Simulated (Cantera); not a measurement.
Input: 1 mol MgO, 0.16 mol H₂S, 1.2 mol N₂, at 5400 Pa.

Equilibrium computed with Cantera from the NASA thermochemical tables; the gas is ideal and each condensed phase is pure. Candidate condensed phases: H₂O, H₂SO₄, Mg, MgO, Mg(OH)₂, MgS, MgSO₄, S; 43 gas species. Mutual solubility and eutectic melting of coexisting phases are not modelled. The numbers say what is thermodynamically allowed, not how fast it happens. All values below are at 1475 K.

Base state: N₂ 0.842, H₂ 0.0907, S₂ 0.0451, H₂S 0.0184, H₂O 0.00278, SH 0.000936, S 2.77e-5, H 1.68e-5 (mole fractions); condensed: MgO(s) + MgS(s).

Task: What changes in the equilibrium state with this change: N₂ from 1.2 to 2.5 mol?

Result: 
| species | before | after |
|---|---|---|
| N₂ | 0.842 | 0.916 |
| H₂ | 0.0907 | 0.0498 |
| S₂ | 0.0451 | 0.0247 |
| H₂S | 0.0184 | 0.00748 |
| H₂O | 0.00278 | 0.00113 |
| SH | 0.000936 | 0.000514 |
| MgO(s), mol | 0.996 | 0.997 |
| MgS(s), mol | 0.00398 | 0.00310 |
